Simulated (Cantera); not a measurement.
A Cantera script and what it prints.

```python
import numpy as np
import cantera as ct

gas_names = """
    Br Br2 H HBr H2 Si SiBr SiBr2 SiBr3 SiBr4 SiH SiHBr3 SiH2 SiH2Br2 SiH3 SiH3Br SiH4 Si2 Si3
""".split()
cond_names = """
    Br2(cr) Br2(L) Si(cr) Si(L)
""".split()


# ... load() reads the species with a 1 bar reference pressure and builds the phases ...
atoms = {
    'Si': {'Si': 1},
    'HBr': {'H': 1, 'Br': 1},
}
top_T = {}  # K; cautious upper limits of use, not melting points


# ... equilibrate(T, P, feed) seeds the gas with the atoms and calls Mixture.equilibrate('TP', solver="vcs", rtol=1e-11, max_steps=5000) ...
results = []
feed = {'Si': 1, 'HBr': 1.5}  # mol
T = 1050  # K
P = 5100  # Pa
mix = equilibrate(T, P, feed)
results.append((T, P, feed, dict(zip(mix.species_names, mix.species_moles))))
x = sorted(zip(gas.X, gas.species_names), reverse=True)
print(f"T = {T:g} K  P = {P:g} Pa  gas = {mix.phase_moles(0):.4g} mol")
print("   x: " + "  ".join(f"{s} {v:.3e}" for v, s in x if v > 1e-05))
print("   condensed (mol): " + ("  ".join(f"{mix.phase(i).name} {mix.phase_moles(i):.4g}"
      for i in range(1, mix.n_phases) if mix.phase_moles(i) > 1e-12) or "none"))
```

It prints:

```
T = 1050 K  P = 5100 Pa  gas = 1.147 mol
   x: H2 6.104e-01  SiBr4 2.895e-01  HBr 7.039e-02  SiHBr3 1.526e-02  SiBr2 9.903e-03  SiBr3 4.101e-03  SiH2Br2 3.806e-04
   condensed (mol): Si(cr) 0.6337
```

Method: chemical equilibrium by Gibbs-energy minimisation in Cantera with the NASA 1993 tables (ideal gas, pure condensed phases). The tables' values for SiBr3 are old estimates; treat these amounts as uncertain.
